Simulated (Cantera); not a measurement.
Feed: 1 mol SiC, 0.14 mol N2O, 10 mol H2, at 1000 Pa.

Method: chemical equilibrium by Gibbs-energy minimisation in Cantera with the NASA 1993 tables (ideal gas, pure condensed phases). Candidate condensed phases: C, C6H6, C7H8, C8H18, H2O, Si, SiC, SiO2, Si2N2O, Si3N4; 151 gas species. Equilibrium is a limit: real reactors are often held back by kinetics, nucleation or transport. All values below are at 1650 K.

Base state: H2 0.972, N2 0.0136, SiO 0.00681, CO 0.00680, H 0.000896, HCN 1.87e-5 (mole fractions); condensed: SiC(s).

Task: What changes in the equilibrium state with this change: pressure from 1000 Pa to 0.300 Pa?

Result: 
```tsv
species	before	after
H2	0.972	0.915
H	0.000896	0.0502
N2	0.0136	0.0131
Si	5.66e-6	0.00859
CO	0.00680	0.0109
Si2C	2.50e-8	3.80e-5
SiH	1.02e-6	2.60e-5
SiO	0.00681	0.00227
HCN	1.87e-5	3.91e-5
SiC(s), mol	0.930	0.883
```
